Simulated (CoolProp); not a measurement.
Vapour-liquid equilibrium of CHF3 (R23) (1) + C2F6 (R116) (2) at 202.5 K; x and y are mole fractions of (1).

Model: multi-fluid Helmholtz-energy mixture model, Penoncello 2003 and Lemmon 2006; pair parameters Bell 2016, in CoolProp.

Question: Give the bubble pressure and the first vapour's composition at x = 0.5, 0.8, 0.875. Is there an azeotrope?

Answer: x = 0.5: 246.0 kPa, y = 0.559; x = 0.8: 238.6 kPa, y = 0.680; x = 0.875: 228.1 kPa, y = 0.747. y crosses x between x = 0.575 and 0.65: the model has an azeotrope there.

The pair parameters rest on a limited set of measurements; away from them the model extrapolates.
